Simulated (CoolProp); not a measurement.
Vapour-liquid equilibrium of cis-2-butene (1) + ethanol (2) at 72.85 °C; x and y are mole fractions of (1).

Values from CoolProp's multi-fluid Helmholtz-energy mixture model, Lemmon 2005 and Schroeder 2014; pair parameters Bell 2016.

| x | bubble pressure, mixture model (bar) | bubble pressure, Raoult's law (bar) | y, mixture model | y, Raoult's law |
|---|---|---|---|---|
| 0.05 | 2.168 | 1.165 | [?] | 0.339 |
| 0.2 | 5.203 | 2.229 | 0.855 | 0.709 |
| 0.35 | 6.505 | 3.293 | 0.890 | 0.840 |
| 0.5 | [?] | 4.357 | 0.898 | 0.907 |
| 0.65 | 6.971 | 5.421 | 0.903 | 0.948 |
| 0.8 | [?] | 6.485 | [?] | 0.975 |
| 0.95 | [?] | 7.549 | [?] | 0.995 |

**Question.** What belongs in the gaps?

**Answer.** 
- 0.05, y, mixture model: 0.631
- 0.5, bubble pressure, mixture model (bar): 6.834
- 0.8, bubble pressure, mixture model (bar): 7.269
- 0.8, y, mixture model: 0.919
- 0.95, bubble pressure, mixture model (bar): 7.745
- 0.95, y, mixture model: 0.970

The largest gap from Raoult's law is +133.4 % in bubble pressure, at x = 0.2. No azeotrope shows between x = 0.05 and 0.95.

The pair parameters rest on a limited set of measurements; away from them the model extrapolates. With so large a gap from Raoult's law the liquid may split in two, which this calculation doesn't test in full.
